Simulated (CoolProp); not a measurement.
A Linde-Hampson liquefier for oxygen: isothermal reversible compression at 280 K from 1 atm to 20 MPa, throttling to 1 atm, return gas leaving the recuperator 10 K below the feed. Each further row changes one setting.

Model: reference Helmholtz-energy equation of state, Schmidt 1985, in CoolProp.

| case | liquid yield per pass | compression work (kJ/kg of gas) |
|---|---|---|
| as stated | (withheld) | 375 |
| high pressure 40 MPa | (withheld) | (withheld) |
| warm-end temperature 310 K | (withheld) | (withheld) |
| warm-end gap 15 K | (withheld) | 375 |

Q: Complete the blanks.

A: 
- as stated, liquid yield per pass: 0.107
- high pressure 40 MPa, liquid yield per pass: 0.165
- high pressure 40 MPa, compression work (kJ/kg of gas): 423
- warm-end temperature 310 K, liquid yield per pass: 0.075
- warm-end temperature 310 K, compression work (kJ/kg of gas): 420
- warm-end gap 15 K, liquid yield per pass: 0.096

Above 300 K oxygen's equation is extrapolated.
